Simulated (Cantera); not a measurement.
A freely propagating, adiabatic, planar premixed flame of C2H4 : O2 : N2 : CO2 = 1 : 2.14 : 8.06 : 0.3 (molar parts), equivalence ratio 1.4, unburnt at 375 K and 1.00 bar; mixture-averaged transport, grid criteria slope 0.08 and curve 0.16, no radiation.

Detailed kinetics in Cantera: GRI-Mech 3.0 (53 species, 325 reactions). GRI-Mech 3.0 was tuned for natural gas; its chemistry of ethylene as a main component is partial and can be far from experiment. Burning velocities carry a grid error of a few per cent, more on coarse grids.

x: mole fraction of selected species; z is measured from the peak of heat release.

```tsv
z (mm)	T (K)	u (m/s)	x C2H4	x O2	x C2H	x C2H2	x CH2O	x HO2
-0.755	375	1.03	0.0869	0.186	<1e-8	1.16e-8	2.54e-8	…
-0.503	375	1.04	0.0868	0.186	<1e-8	1.10e-7	2.51e-7	…
-0.378	377	1.04	0.0866	0.185	<1e-8	9.59e-7	2.28e-6	…
-0.252	396	1.10	0.0858	0.183	<1e-8	1.62e-5	4.00e-5	…
-0.126	691	1.97	0.0742	0.158	<1e-8	0.000536	0.00115	…
-0.0629	1118	3.25	0.0508	0.119	2.83e-8	0.00200	0.00226	…
0	1536	4.57	0.0220	0.0736	1.81e-6	0.00485	0.00129	…
0.0629	1818	5.48	0.00504	0.0400	1.02e-5	0.00544	0.000421	…
0.126	1969	5.96	0.000605	0.0204	1.15e-5	0.00258	0.000152	…
0.252	2055	6.21	2.59e-6	0.00621	1.17e-6	0.000146	1.03e-5	…
0.503	2083	6.26	<1e-8	0.00240	<1e-8	3.36e-7	2.26e-8	…
1.01	2110	6.33	<1e-8	0.00171	<1e-8	<1e-8	<1e-8	…
2.01	2142	6.41	<1e-8	0.00117	<1e-8	<1e-8	<1e-8	…
```

### Question
What belongs in the gaps?

### Answer

- -0.755, x HO2: 5.87e-8
- -0.503, x HO2: 4.67e-7
- -0.378, x HO2: 3.09e-6
- -0.252, x HO2: 3.57e-5
- -0.126, x HO2: 0.000598
- -0.0629, x HO2: 0.000781
- 0, x HO2: 0.000394
- 0.0629, x HO2: 8.14e-5
- 0.126, x HO2: 1.56e-5
- 0.252, x HO2: 1.91e-6
- 0.503, x HO2: 8.14e-7
- 1.01, x HO2: 5.98e-7
- 2.01, x HO2: 4.16e-7
